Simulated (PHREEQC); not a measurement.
A made-up water analysis in mg/L, 25 °C, pH 6.21, pe 0.2:

```
constituent            mg/L
------------------  -------
Na                     2.94
K                    0.0533
Ca                    0.851
Mg                    0.545
Cl                    0.474
S(6) as SO4            8.87
Alkalinity as HCO3        1
Mn(2)                 0.106
Li                  0.00163
```

Cl is adjusted to close the charge balance.
Valence states are taken as typed.

Model: ion-association model, phreeqc.dat, run in PHREEQC.

| quantity | before | after |
|---|---|---|
| CO2 (mol/kgw) | 2.31e-5 | 1.97e-5 |
| HCO3- (mol/kgw) | 1.70e-5 | 1.69e-5 |
| MgSO4 (mol/kgw) | 3.98e-7 | 7.78e-7 |
| CaSO4 (mol/kgw) | 2.87e-7 | 3.46e-7 |
| NaSO4- (mol/kgw) | 5.38e-8 | 6.33e-8 |
| MnSO4 (mol/kgw) | 2.61e-8 | 4.28e-8 |
| SI of Rhodochrosite (MnCO3) | -3.53 | -3.27 |
| SI of Gypsum (CaSO4:2H2O) | -4.21 | -4.16 |

Task: Which change was made?
A) Alkalinity from 1 to 2 mg/L
B) pH from 6.21 to 6.71 at the same alkalinity
C) temperature from 25 to 55 °C at the same typed pH
D) pH from 6.21 to 5.5 at the same alkalinity

Result: C, temperature from 25 to 55 °C at the same typed pH

This is a speciation only: nothing precipitates in the calculation. Away from 25 °C the constants follow the database's enthalpies or fits; those with neither stay at their 25 °C values.
